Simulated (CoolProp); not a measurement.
n-perfluorohexane along the isotherm 450 K: fugacity coefficient from the reference equation and from simpler models built on Tc = 448.0 K, pc = 1742 kPa, ω = 0.497; each cubic takes its own stable root.

The numbers come from the reference Helmholtz-energy equation of state, Gao 2022 in CoolProp.

```tsv
p (kPa)	phase	reference
55.1	gas	0.9891
85.8	gas	0.9831
134	gas	0.9736
208	gas	0.9591
324	gas	0.9364
504	gas	0.9015
785	gas	0.8475
1220	gas	0.7639
1900	supercritical	0.6185
2960	supercritical	0.4374
4610	supercritical	0.3210
7180	supercritical	0.2502
11200	supercritical	0.2134
17400	supercritical	0.2085
```

Task: How far does each simpler model (van der Waals, Redlich-Kwong, Soave-Redlich-Kwong, Peng-Robinson) lie from the reference over these 14 states: mean and median of the absolute difference, and the worst?

Result: 
- van der Waals: mean 15.1 %, median 3.3 %, worst +79.5 % at 450 K and 17400 kPa
- Redlich-Kwong: mean 4.8 %, median 0.8 %, worst +21.4 % at 450 K and 17400 kPa
- Soave-Redlich-Kwong: mean 5.2 %, median 0.9 %, worst +22.4 % at 450 K and 17400 kPa
- Peng-Robinson: mean 1.4 %, median 0.9 %, worst +3.8 % at 450 K and 11200 kPa
